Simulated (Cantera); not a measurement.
Cantera run:

```python
import numpy as np
import cantera as ct

gas_names = """
    C CH CH2 CH3 CH2OH CH3O CH4 CH3OH CN CO CO2 COOH C2 C2H CHCO,ketyl C2H2,acetylene C2H2,vinylidene
    CH2CO,ketene C2H3,vinyl CH3CN CH3CO,acetyl C2H4 C2H4O,ethylen CH3CHO,ethanal CH3COOH (HCOOH)2 C2H5
    C2H6 CH3OCH3 C2H5OH CCN CNC C2N2 C2O C3 C3H3,propargyl C3H4,allene C3H4,propyne C3H4,cyclo-
    C3H5,allyl C3H6,propylene C3H6,cyclo- C3H6O C3H7,n-propyl C3H7,i-propyl C3H8 C3H8O,1propanol
    C3H8O,2propanol C3O2 C4 C4H2 C4H4,1,3-cyclo- C4H6,butadiene C4H6,2-butyne C4H6,cyclo- C4H8,1-butene
    C4H8,cis2-buten C4H8,tr2-butene C4H8,isobutene C4H8,cyclo- (CH3COOH)2 C4H9,n-butyl C4H9,i-butyl
    C4H9,s-butyl C4H9,t-butyl C4H10,isobutane C4H10,n-butane C4N2 C5 C5H6,1,3cyclo- C5H8,cyclo-
    C5H10,1-pentene C5H10,cyclo- C5H11,pentyl C5H11,t-pentyl C5H12,n-pentane C5H12,i-pentane
    CH3C(CH3)2CH3 C6H2 C6H5,phenyl C6H5O,phenoxy C6H6 C6H5OH,phenol C6H10,cyclo- C6H12,1-hexene
    C6H12,cyclo- C6H13,n-hexyl C7H7,benzyl C7H8 C7H8O,cresol C7H14,1-heptene C7H15,n-heptyl
    C7H16,n-heptane C8H8,styrene C8H10,ethylbenz C8H16,1-octene C8H17,n-octyl C8H18,isooctane
    C8H18,n-octane C9H19,n-nonyl C10H8,naphthale C10H21,n-decyl C12H9,o-bipheny C12H10,bipheny H HCN HCO
    HCCN HNC HNCO HNO HNO2 HNO3 HO2 H2 HCHO,formaldehy HCOOH H2O H2O2 N NCO NH NH2 NH3 NH2OH NO NO2 NO3
    N2 N2H2 N2H4 N2O O OH O2 O3 Si SiC SiC2 SiC4H12 SiH SiH2 SiH3 SiH4 SiN SiO SiO2 Si2 Si2C Si2N Si3
""".split()
cond_names = """
    C(gr) C6H6(L) C7H8(L) C8H18(L),n-octa H2O(s) H2O(L) Si(cr) Si(L) SiC(b) SiO2(Lqz) SiO2(hqz) SiO2(L)
    Si2N2O(s) Si3N4(a)
""".split()


def load(file, names, dense=False):
    # The tables refer to 1 bar. Condensed volumes are neglected.
    table = {s.name: s for s in ct.Species.list_from_file(file)}
    out = []
    for n in names:
        d = dict(table[n].input_data)
        d["thermo"] = dict(d["thermo"], **{"reference-pressure": 1e5})
        if dense:
            d["equation-of-state"] = {"model": "constant-volume", "density": "1e6 g/cm^3"}
        out.append(ct.Species.from_dict(d))
    return out


gas = ct.Solution(thermo="ideal-gas", species=load("nasa_gas.yaml", gas_names))
cond = {s.name: ct.Solution(thermo="fixed-stoichiometry", species=[s], name=s.name)
        for s in load("nasa_condensed.yaml", cond_names, dense=True)}
atoms = {
    'SiC': {'Si': 1, 'C': 1},
    'H2O': {'H': 2, 'O': 1},
    'N2': {'N': 2},
    'CO2': {'C': 1, 'O': 2},
}
top_T = {'C(gr)': 4500, 'SiC(b)': 3050, 'Si2N2O(s)': 2100, 'Si3N4(a)': 2400}  # K; cautious upper limits of use, not melting points


def equilibrate(T, P, feed):
    n = {}
    for name, mol in feed.items():
        for a, k in atoms[name].items():
            n[a] = n.get(a, 0.0) + k * mol
    gas.TPX = T, P, n
    mass = sum(n.values()) * gas.mean_molecular_weight
    gas.equilibrate("TP")
    valid = [c for c in cond.values() if c.min_temp <= T <= top_T.get(c.name, c.max_temp)]
    mix = ct.Mixture([(gas, mass / gas.mean_molecular_weight)] + [(c, 0.0) for c in valid])
    mix.T, mix.P = T, P
    mix.equilibrate("TP", solver="vcs", rtol=1e-11, max_steps=5000)
    return mix


results = []
feed = {'SiC': 1, 'H2O': 0.26, 'N2': 25, 'CO2': 2}  # mol
T = 1048  # K
P = 10000  # Pa
mix = equilibrate(T, P, feed)
results.append((T, P, feed, dict(zip(mix.species_names, mix.species_moles))))
print(gas.report(threshold=0.001))
for i in range(1, mix.n_phases):
    print(f"{mix.phase(i).name:16s} {mix.phase_moles(i):12.5e} mol")
```

Result:

```
       temperature   1048 K
          pressure   10000 Pa
           density   0.031871 kg/m^3
  mean mol. weight   27.771 kg/kmol
   phase of matter   gas

                          1 kg             1 kmol
                     ---------------   ---------------
          enthalpy        5.0223e+05        1.3947e+07  J
   internal energy        1.8846e+05        5.2338e+06  J
           entropy            9060.2        2.5161e+05  J/K
    Gibbs function       -8.9929e+06       -2.4974e+08  J
 heat capacity c_p            1186.4             32946  J/K
 heat capacity c_v            886.97             24632  J/K

                      mass frac. Y      mole frac. X     chem. pot. / RT
                     ---------------   ---------------   ---------------
                CO          0.082529          0.081824           -43.215
                H2         0.0006848         0.0094332            -24.59
                N2           0.91654           0.90858           -27.383
     [ +148 minor]        0.00024608        0.00016455

C(gr)             7.44443e-01 mol
Si(cr)            0.00000e+00 mol
SiC(b)            0.00000e+00 mol
SiO2(hqz)         1.00000e+00 mol
Si2N2O(s)         0.00000e+00 mol
Si3N4(a)          0.00000e+00 mol
```

These are equilibrium values from Cantera (NASA tables, ideal gas, pure condensed phases), not measurements of a reactor.
